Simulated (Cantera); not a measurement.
A jet of H₂ : O₂ : N₂ = 0.011 : 0.08 : 0.79 (molar parts) at 300 K and 0.0375 atm hits a platinum plate 9.2 cm away at a mass flux of 0.04 kg/m²/s; the plate temperature is set and raised in steps from an oxygen-covered start.

Computed with Cantera and Deutschmann's 1995 Pt surface mechanism with GRI-Mech 3.0 gas chemistry. Catalytic surfaces can have several steady states; this one follows from the mechanism file's or the stated starting coverage.

One state of this run: wall x H₂ = 0.000484; wall x O₂ = 0.0781; wall x H₂O = 0.0226; wall x OH = 4.19e-8; θ free Pt = 0.262; θ O* = 0.737; θ OH* = 0.000858. x: mole fraction at the wall; θ: surface coverage.

Which value of plate T (K) does it belong to?
A. 900
B. 750
C. 700
D. 800

A, 900
